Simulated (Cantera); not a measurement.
A closed system holds: 1 mol Ta₂O₅, 3.4 mol CH₄, 0.79 mol H₂, held at 2223.15 K and 1000 Pa.

Cantera equilibrium calculation (NASA polynomials, part measured and part estimated; ideal gas, pure solids and liquids). Candidate condensed phases: C, C₆H₆, C₇H₈, C₈H₁₈, H₂O, Ta, TaC, Ta₂O₅; 113 gas species. Mutual solubility and eutectic melting of coexisting phases are not modelled. Condensed phases not in the tables: Ta₂C, N, O or C dissolved in the metal. Equilibrium is a limit: real reactors are often held back by kinetics, nucleation or transport.

Base state: H₂ 0.642, CO 0.300, H 0.0514, TaO₂ 0.00274, H₂O 0.00252, TaO 0.000577, CO₂ 0.000220, OH 2.92e-5 (mole fractions); condensed: Ta(s) + Ta₂O₅(l).

Task: What changes in the equilibrium state with this change: temperature from 2223.15 K to 898.15 K?

Result: 
| species | before | after |
|---|---|---|
| H₂ | 0.642 | 0.995 |
| CH₄ | <1e-9 | 0.00317 |
| CO | 0.300 | 0.00171 |
| H | 0.0514 | 1.10e-9 |
| TaO₂ | 0.00274 | <1e-9 |
| TaO | 0.000577 | <1e-9 |
| OH | 2.92e-5 | <1e-9 |
| CO₂ | 0.000220 | 1.71e-7 |
| H₂O | 0.00252 | 4.29e-5 |
| Ta(s), mol | 1.36 | 0 |
| Ta₂O₅(l), mol | 0.300 | 0 |
| C(graphite), mol | 0 | 3.36 |
| TaC(s), mol | 0 | 0.00531 |
| Ta₂O₅(s), mol | 0 | 0.997 |
TaC: taken at fixed stoichiometry. Condensed phases not in the tables: Ta₂C.
